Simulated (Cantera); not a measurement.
An isothermal, constant-pressure homogeneous reactor starts with H2 : O2 = 0.36 : 1 (molar parts), equivalence ratio 0.18, at 1325 K and 6.90 Torr.

Computed with Cantera and the H2/O2 subset of GRI-Mech 3.0, which has no nitrogen chemistry. Radical loss at walls, strong at low pressure, is not modelled. The temperature is held fixed by assumption; the heat of reaction is taken as removed at once.

One state of this run: x H2 = 0.0105; x O2 = 0.633; x O = 0.0545; x H2O2 = 2.71e-7; x H = 0.0415. x: mole fraction; the columns are a selection and need not sum to one.

Question: Which value of t (s) does it belong to?
A) 0.0194
B) 0.0617
C) 0.000606
D) 6.29

Answer: A, 0.0194
